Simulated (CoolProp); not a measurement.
Saturation properties of CHF3 (R23).

Model: reference Helmholtz-energy equation of state, Penoncello 2003, in CoolProp.

```csv
T (°C),p (bar),liquid density (kg/m³),vapour Z,liquid viscosity (µPa s),liquid conductivity (mW/(m K))
-64.45,2.539,1376,0.9233,233,121
-57.95,3.418,1350,0.9072,212,116
-51.55,4.494,1322,0.8893,194,112
-45.05,5.833,1293,0.8688,178,108
-38.65,7.426,1263,0.8465,163,103
-32.15,9.359,1231,0.8212,149,99.4
-25.75,11.61,1198,0.7937,137,95.4
-19.35,14.24,1163,0.7632,125,91.4
-12.85,17.34,1124,0.7288,114,87.3
-6.45,20.87,1082,0.6910,103,83.0
0.05,24.98,1035,0.6477,92.5,78.5
6.45,29.60,980.9,0.5988,82.1,73.7
```

It boils at -82.0 °C under 1 atm.

Viscosity comes from a separate model (Shan 2000). Thermal conductivity comes from a separate model (Shan 2000).
